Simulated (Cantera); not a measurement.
# Pyrogenic steam for wet oxidation

An isothermal, constant-pressure homogeneous reactor starts with 6.59 % H2, 5.49 % O2, 87.9 % N2, at 1225 K and 19000 Pa.

Computed with Cantera and the H2/O2 subset of GRI-Mech 3.0, which has no nitrogen chemistry. The temperature is held fixed by assumption; the heat of reaction is taken as removed at once.

```
t (s)         x H2    x O2       x H    x HO2      x OH
--------  --------  ------  --------  -------  --------
0.000100    0.0659  0.0549   2.91e-8  8.15e-9   3.21e-9
0.000246    0.0659  0.0549   1.69e-6  6.40e-8   1.90e-7
0.000605    0.0386  0.0431    0.0149  3.80e-6   0.00148
0.00149    0.00543  0.0262    0.0157  2.98e-6   0.00160
0.00366    0.00241  0.0237   0.00373  2.73e-6   0.00100
0.00902   0.000531  0.0228  0.000336  2.10e-6  0.000443
0.0222     7.34e-5  0.0227   1.63e-5  8.62e-7  0.000160
0.0546     1.13e-5  0.0227   1.03e-6  2.02e-7   6.42e-5
0.134      2.41e-6  0.0227   1.09e-7  5.01e-8   3.06e-5
0.330      6.77e-7  0.0227   1.71e-8  1.50e-8   1.66e-5
0.813      2.26e-7  0.0227   3.41e-9  5.44e-9   9.68e-6
2.00       8.51e-8  0.0227  8.04e-10  2.59e-9   5.98e-6
```
x: mole fraction; the columns are a selection and need not sum to one.

Equilibrium at this temperature and pressure: H2 2.21e-8, O2 0.0227, H 1.07e-10, HO2 1.81e-9, OH 3.00e-6 (gas phase only).
